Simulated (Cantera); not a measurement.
What does this Cantera script print?

```python
import numpy as np
import cantera as ct

gas_names = """
    AL ALCL ALCL2 ALCL3 ALN ALO ALOCL ALO2 AL2 AL2CL6 AL2O AL2O2 CL CLO CL2 N NO NO2 NO3 N2 N2O O O2 O3
""".split()
cond_names = """
    AL(cr) AL(L) ALCL3(s) ALCL3(L) ALN(s) AL2O3(a) AL2O3(L)
""".split()


def load(file, names, dense=False):
    # The tables refer to 1 bar. Condensed volumes are neglected.
    table = {s.name: s for s in ct.Species.list_from_file(file)}
    out = []
    for n in names:
        d = dict(table[n].input_data)
        d["thermo"] = dict(d["thermo"], **{"reference-pressure": 1e5})
        if dense:
            d["equation-of-state"] = {"model": "constant-volume", "density": "1e6 g/cm^3"}
        out.append(ct.Species.from_dict(d))
    return out


gas = ct.Solution(thermo="ideal-gas", species=load("nasa_gas.yaml", gas_names))
cond = {s.name: ct.Solution(thermo="fixed-stoichiometry", species=[s], name=s.name)
        for s in load("nasa_condensed.yaml", cond_names, dense=True)}
atoms = {
    'AlCl3': {'AL': 1, 'CL': 3},
    'N2O': {'N': 2, 'O': 1},
    'N2': {'N': 2},
}
top_T = {'ALN(s)': 2750}  # K; cautious upper limits of use, not melting points


def equilibrate(T, P, feed):
    n = {}
    for name, mol in feed.items():
        for a, k in atoms[name].items():
            n[a] = n.get(a, 0.0) + k * mol
    gas.TPX = T, P, n
    mass = sum(n.values()) * gas.mean_molecular_weight
    gas.equilibrate("TP")
    valid = [c for c in cond.values() if c.min_temp <= T <= top_T.get(c.name, c.max_temp)]
    mix = ct.Mixture([(gas, mass / gas.mean_molecular_weight)] + [(c, 0.0) for c in valid])
    mix.T, mix.P = T, P
    mix.equilibrate("TP", solver="vcs", rtol=1e-11, max_steps=5000)
    return mix


results = []
T = 2048  # K
P = 560  # Pa
for m in [74, 120, 170, 210, 260, 300, 350, 400, 440]:
    feed = {'AlCl3': 1, 'N2O': 3.1, 'N2': m}  # mol
    mix = equilibrate(T, P, feed)
    results.append((T, P, feed, dict(zip(mix.species_names, mix.species_moles))))

top = {s: max(r[3][s] / sum(r[3][g] for g in gas_names) for r in results) for s in gas_names}
cols = sorted((s for s in top if top[s] > 1e-06), key=lambda s: -top[s])[:5]
seen = [c for c in cond_names if any(r[3].get(c, 0) > 1e-12 for r in results)]
print("log10 of partial pressures in bar; condensed amounts in mol")
print(f"{'n(N2)':>10s}" + "".join(f"{s[:9]:>10s}" for s in cols + seen))
for T, P, feed, n in results:
    ng = sum(n[g] for g in gas_names)
    print(f"{feed['N2']:10.4g}" + "".join(f"{np.log10(max(n[s] / ng * P / 1e5, 1e-99)):10.3f}" for s in cols)
          + "".join(f"{n.get(c, 0):10.4g}" for c in seen))
```

Result:

```
log10 of partial pressures in bar; condensed amounts in mol
     n(N2)        N2        CL        O2        NO         O  AL2O3(a)
        74    -2.273    -3.683    -4.330    -4.971    -5.183    0.4991
       120    -2.266    -3.879    -4.545    -5.074    -5.291     0.499
       170    -2.262    -4.023    -4.706    -5.153    -5.371    0.4989
       210    -2.260    -4.112    -4.806    -5.202    -5.421    0.4988
       260    -2.258    -4.202    -4.909    -5.253    -5.473    0.4987
       300    -2.258    -4.262    -4.980    -5.288    -5.508    0.4987
       350    -2.257    -4.328    -5.057    -5.326    -5.546    0.4986
       400    -2.256    -4.385    -5.124    -5.359    -5.580    0.4986
       440    -2.256    -4.425    -5.173    -5.383    -5.604    0.4985
```

These are equilibrium values from Cantera (NASA tables, ideal gas, pure condensed phases), not measurements of a reactor.
